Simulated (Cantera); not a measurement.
A closed system holds: 1 mol SiO2, 7.5 mol HCl, 0.91 mol H2, 1.9 mol NF3, held at 0.0525 Torr.

Equilibrium computed with Cantera from the NASA thermochemical tables; the gas is ideal and each condensed phase is pure. Candidate condensed phases: H2O, NH4Cl, Si, SiO2, Si2N2O, Si3N4; 72 gas species. The tables hold silica as quartz up to 1696 K and as liquid above; real silica turns to tridymite and cristobalite and melts near 1996 K. Kinetics and transport are ignored.

**Question.** Which condensed phases are stable at each of these points (T (K)): 1298, 1348, 1398, 1448, 1498, 1548, 1598, 1648, 1698, 1748, 1798, 1848, 1898?

**Answer.** 
```json
[
 {"T (K)": "1298", "condensed phases": "SiO2(β-quartz)", "Si condensed (%)": "54.1"},
 {"T (K)": "1348", "condensed phases": "SiO2(β-quartz)", "Si condensed (%)": "61.8"},
 {"T (K)": "1398", "condensed phases": "SiO2(β-quartz)", "Si condensed (%)": "69.4"},
 {"T (K)": "1448", "condensed phases": "SiO2(β-quartz)", "Si condensed (%)": "76.4"},
 {"T (K)": "1498", "condensed phases": "SiO2(β-quartz)", "Si condensed (%)": "82.4"},
 {"T (K)": "1548", "condensed phases": "SiO2(β-quartz)", "Si condensed (%)": "87.2"},
 {"T (K)": "1598", "condensed phases": "SiO2(β-quartz)", "Si condensed (%)": "90.8"},
 {"T (K)": "1648", "condensed phases": "SiO2(β-quartz)", "Si condensed (%)": "93.3"},
 {"T (K)": "1698", "condensed phases": "SiO2(condensed)", "Si condensed (%)": "94.8"},
 {"T (K)": "1748", "condensed phases": "SiO2(condensed)", "Si condensed (%)": "94.6"},
 {"T (K)": "1798", "condensed phases": "SiO2(condensed)", "Si condensed (%)": "90.3"},
 {"T (K)": "1848", "condensed phases": "SiO2(condensed)", "Si condensed (%)": "77.6"},
 {"T (K)": "1898", "condensed phases": "SiO2(condensed)", "Si condensed (%)": "47.9"}
]
```

From 1298 K to 1648 K the condensed part is SiO2(β-quartz). From 1698 K to 1898 K the condensed part is SiO2(condensed).
